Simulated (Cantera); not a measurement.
Input: 1 mol C₂H₂, 0.022 mol O₂, 9.3 mol N₂, 2.9 mol NH₃, equilibrated at 525 °C and 0.00133 bar.

Cantera equilibrium calculation (NASA polynomials, part measured and part estimated; ideal gas, pure solids and liquids). Candidate condensed phases: C, C₆H₆, C₇H₈, C₈H₁₈, H₂O; 136 gas species. Kinetics and transport are ignored.

Base state: N₂ 0.666, H₂ 0.331, CO 0.00269, CH₄ 0.000202, H₂O 2.92e-5 (mole fractions); condensed: C(graphite).

Task: What changes in the equilibrium state with this change: NH₃ from 2.9 to 0.93 mol?

Result: 
| species | before | after |
|---|---|---|
| N₂ | 0.666 | 0.800 |
| H₂ | 0.331 | 0.196 |
| CO | 0.00269 | 0.00358 |
| CH₄ | 0.000202 | 7.10e-5 |
| H₂O | 2.92e-5 | 2.30e-5 |
| C(graphite), mol | 1.95 | 1.96 |
